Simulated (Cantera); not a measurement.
Mixture: CH4 : C2H6 : O2 : N2 : H2O = 1 : 0.24 : 3.64 : 13.7 : 0.49 (molar parts), equivalence ratio 0.78, at 5.00 bar, adiabatic and at constant pressure. Ignition delay is the time to a rise of 400 K.

Cantera simulation using GRI-Mech 3.0 (53 species, 325 reactions); the numbers are that mechanism's predictions, not measurements.

Question: Predict: delay at 1200 K; delay at 1400 K; delay at 1600 K; delay at 1800 K; delay at 2000 K; apparent activation energy between 1900 and 2100 K.

Answer: 
- delay at 1200 K = 1.15 ms
- delay at 1400 K = 0.109 ms
- delay at 1600 K = 23.7 µs
- delay at 1800 K = 7.31 µs
- delay at 2000 K = 3.03 µs
- apparent activation energy between 1900 and 2100 K = 120 kJ/mol
